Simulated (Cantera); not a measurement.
A closed system holds: 1 mol Fe2O3, 1.2 mol H2S, 2.8 mol N2, 3.3 mol O2, equilibrated at 1073 K and 1100000 Pa.

Equilibrium computed with Cantera from the NASA thermochemical tables; the gas is ideal and each condensed phase is pure. The numbers say what is thermodynamically allowed, not how fast it happens.

```csv
species,before,after
N2,0.439,0.519
H2O,0.188,0.222
O2,0.185,0.180
SO2,0.0870,0.0269
SO3,0.101,0.0513
NO,4.63e-5,3.08e-5
H2SO4,0.000430,0.000413
"Fe2O3(s), mol",1.00,0.741
"Fe2(SO4)3(s), mol",0,0.259
```
Gas species are given as mole fractions.

Problem. Name the change that produced these shifts.
A. H2S from 1.2 to 0.16 mol
B. temperature from 1073 K to 1025 K
C. pressure from 1100000 Pa to 110000 Pa
D. temperature from 1073 K to 1575 K

Solution. B, temperature from 1073 K to 1025 K. Mutual solubility and eutectic melting of coexisting phases are not modelled
